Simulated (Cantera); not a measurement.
A freely propagating, adiabatic, planar premixed flame of 22.7 % H2, 15.2 % O2, 57.1 % N2, 5.00 % H2O, equivalence ratio 0.75, unburnt at 650 K and 750 Torr; mixture-averaged transport, grid criteria slope 0.08 and curve 0.16, no radiation.

Model: the H2/O2 subset of GRI-Mech 3.0, which has no nitrogen chemistry, integrated in Cantera. Burning velocities carry a grid error of a few per cent, more on coarse grids.

x: mole fraction of selected species; z is measured from the peak of heat release.

| z (mm) | T (K) | u (m/s) | x H2 | x O2 | x HO2 | x H | x O | x OH |
|---|---|---|---|---|---|---|---|---|
| -1.33 | 650 | 6.19 | 0.227 | 0.152 | <1e-8 | <1e-8 | <1e-8 | <1e-8 |
| -0.887 | 650 | 6.19 | 0.227 | 0.152 | <1e-8 | <1e-8 | <1e-8 | <1e-8 |
| -0.665 | 650 | 6.19 | 0.227 | 0.152 | … | <1e-8 | <1e-8 | <1e-8 |
| -0.443 | 650 | 6.19 | 0.227 | 0.152 | 1.17e-6 | 3.83e-8 | <1e-8 | <1e-8 |
| -0.222 | 666 | 6.30 | 0.221 | 0.152 | 0.000241 | 0.000105 | 8.23e-6 | 3.84e-5 |
| -0.111 | 838 | 7.75 | 0.190 | 0.148 | 0.000257 | 0.00326 | 0.000298 | 0.000694 |
| 0 | 1216 | 10.9 | 0.111 | 0.117 | 0.000120 | 0.0200 | 0.00430 | 0.00326 |
| 0.111 | … | 13.4 | … | … | … | … | … | … |
| 0.222 | 1656 | 14.6 | 0.0285 | 0.0573 | 3.97e-5 | 0.0283 | 0.0118 | 0.0128 |
| 0.443 | 1809 | 15.8 | 0.0229 | 0.0514 | 2.72e-5 | 0.0195 | 0.0101 | 0.0150 |
| 0.887 | 1953 | 16.9 | 0.0181 | 0.0480 | 1.77e-5 | 0.0113 | 0.00725 | 0.0155 |
| 1.77 | 2074 | 17.8 | 0.0125 | 0.0454 | 1.06e-5 | 0.00550 | 0.00457 | 0.0143 |
| 3.55 | 2162 | 18.4 | 0.00730 | 0.0437 | 6.21e-6 | 0.00220 | 0.00251 | 0.0117 |

Task: Fill in the missing entries.

Result: 
- -0.665, x HO2: 1.71e-8
- 0.111, T (K): 1505
- 0.111, x H2: 0.0455
- 0.111, x O2: 0.0727
- 0.111, x HO2: 5.99e-5
- 0.111, x H: 0.0316
- 0.111, x O: 0.0105
- 0.111, x OH: 0.00925
